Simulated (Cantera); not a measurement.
## Roasting and sulfation: Fe₂O₃ + SO₂ + N₂

Charge: 1 mol Fe₂O₃, 0.12 mol SO₂, 15 mol N₂, held at 0.260 bar.

Equilibrium computed with Cantera from the NASA thermochemical tables; the gas is ideal and each condensed phase is pure. Candidate condensed phases: Fe, FeO, FeS, FeSO₄, FeS₂, Fe₂O₃, Fe₂(SO₄)₃, Fe₃O₄, S; 19 gas species. Mutual solubility and eutectic melting of coexisting phases are not modelled. Equilibrium is a limit: real reactors are often held back by kinetics, nucleation or transport.

From 1100 °C to 1200 °C the condensed part is Fe₂O₃(s) + Fe₃O₄(s). From 1225 °C to 1425 °C the condensed part is Fe₃O₄(s).

```csv
T (°C),x N₂,x O₂,x SO₂,x NO,x SO₃,x O,n Fe₂O₃(s),n Fe₃O₄(s)
1100,0.991,0.000638,0.00792,3.84e-5,7.76e-6,3.05e-8,0.940,0.0400
1125,0.991,0.00133,0.00792,6.39e-5,9.62e-6,6.55e-8,0.876,0.0826
1150,0.989,0.00269,0.00790,0.000104,1.18e-5,1.37e-7,0.750,0.167
1175,0.987,0.00532,0.00788,0.000167,1.44e-5,2.79e-7,0.506,0.329
1200,0.982,0.0103,0.00784,0.000264,1.74e-5,5.55e-7,0.0445,0.637
1225,0.981,0.0107,0.00783,0.000306,1.56e-5,8.02e-7,0,0.667
1250,0.981,0.0107,0.00784,0.000345,1.38e-5,1.12e-6,0,0.667
1275,0.981,0.0107,0.00784,0.000387,1.22e-5,1.55e-6,0,0.667
1300,0.981,0.0107,0.00784,0.000433,1.08e-5,2.12e-6,0,0.667
1325,0.981,0.0107,0.00784,0.000482,9.65e-6,2.87e-6,0,0.667
1350,0.981,0.0106,0.00784,0.000536,8.64e-6,3.85e-6,0,0.667
1375,0.981,0.0106,0.00784,0.000593,7.75e-6,5.11e-6,0,0.667
1400,0.981,0.0106,0.00784,0.000654,6.98e-6,6.74e-6,0,0.667
1425,0.981,0.0105,0.00784,0.000719,6.31e-6,8.81e-6,0,0.667
```
x: gas mole fraction; n: condensed amount in mol.
